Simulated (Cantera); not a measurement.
Feed: 1 mol Cu, 0.025 mol CO₂, 28 mol N₂, held at 1698.15 K and 5.60 bar.

Equilibrium computed with Cantera from the NASA thermochemical tables; the gas is ideal and each condensed phase is pure. Candidate condensed phases: C, Cu, CuO, Cu₂O; 27 gas species. Equilibrium is a limit: real reactors are often held back by kinetics, nucleation or transport.

Base state: N₂ 0.999, CO₂ 0.000876, Cu 2.77e-5, CO 1.60e-5, NO 1.10e-5 (mole fractions); condensed: Cu(l).

Question: What changes in the equilibrium state with this change: Cu replaced by Pb?

Answer: 
| species | before | after |
|---|---|---|
| N₂ | 0.999 | 0.975 |
| Pb | 0 | 0.0236 |
| CO₂ | 0.000876 | 0.000623 |
| Cu | 2.77e-5 | 0 |
| PbO | 0 | 0.000247 |
| Pb₂ | 0 | 2.99e-5 |
| NO | 1.10e-5 | 5.01e-7 |
| CO | 1.60e-5 | 0.000247 |
| Cu(l), mol | 0.999 | 0 |
| Pb(l), mol | 0 | 0.314 |
Gases not in the tables: (PbO)n polymers. Further candidate phases: Pb, PbO, PbO₂, Pb₃O₄.
